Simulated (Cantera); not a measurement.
A Cantera script and what it prints.

```python
import numpy as np
import cantera as ct

gas_names = """
    B BF BF2 BF3 BO BOF BOF2 BO2 B2 B2O B2O2 B2O3 B3O3F3 F FO FO2 F2 F2O O O2 O3
""".split()
cond_names = """
    B(b) B(L) B2O3(L)
""".split()


# ... load() reads the species with a 1 bar reference pressure and builds the phases ...
atoms = {
    'BF3': {'B': 1, 'F': 3},
    'O2': {'O': 2},
}
top_T = {}  # K; cautious upper limits of use, not melting points


# ... equilibrate(T, P, feed) seeds the gas with the atoms and calls Mixture.equilibrate('TP', solver="vcs", rtol=1e-11, max_steps=5000) ...
results = []
feed = {'BF3': 1, 'O2': 4.8}  # mol
P = 19000  # Pa
for T in [900, 1000, 1100, 1200, 1300, 1400, 1500, 1600, 1700, 1800, 1900, 2000, 2100]:
    mix = equilibrate(T, P, feed)
    results.append((T, P, feed, dict(zip(mix.species_names, mix.species_moles))))

top = {s: max(r[3][s] / sum(r[3][g] for g in gas_names) for r in results) for s in gas_names}
cols = sorted((s for s in top if top[s] > 1e-05), key=lambda s: -top[s])[:8]
seen = [c for c in cond_names if any(r[3].get(c, 0) > 1e-12 for r in results)]
print("log10 of partial pressures in bar; condensed amounts in mol")
print(f"{'T/K':>10s}" + "".join(f"{s[:9]:>10s}" for s in cols + seen))
for T, P, feed, n in results:
    ng = sum(n[g] for g in gas_names)
    print(f"{T:10.4g}" + "".join(f"{np.log10(max(n[s] / ng * P / 1e5, 1e-99)):10.3f}" for s in cols)
          + "".join(f"{n.get(c, 0):10.4g}" for c in seen))
```

Result:

```
log10 of partial pressures in bar; condensed amounts in mol
       T/K        O2       BF3         F       BOF         O      BOF2
       900    -0.803    -1.485   -10.009   -12.011   -11.671   -10.016
      1000    -0.803    -1.485    -8.881   -10.204   -10.205    -8.924
      1100    -0.803    -1.485    -7.924    -8.790    -9.005    -8.061
      1200    -0.803    -1.485    -7.086    -7.692    -8.003    -7.382
      1300    -0.803    -1.485    -6.347    -6.819    -7.154    -6.835
      1400    -0.803    -1.485    -5.699    -6.101    -6.426    -6.380
      1500    -0.803    -1.485    -5.129    -5.494    -5.794    -5.993
      1600    -0.804    -1.485    -4.626    -4.969    -5.240    -5.658
      1700    -0.804    -1.485    -4.180    -4.511    -4.752    -5.365
      1800    -0.804    -1.486    -3.783    -4.105    -4.317    -5.105
      1900    -0.805    -1.488    -3.427    -3.744    -3.928    -4.873
      2000    -0.806    -1.492    -3.107    -3.421    -3.578    -4.667
      2100    -0.809    -1.498    -2.819    -3.130    -3.261    -4.483
```

Equilibrium computed with Cantera from the NASA thermochemical tables; the gas is ideal and each condensed phase is pure.
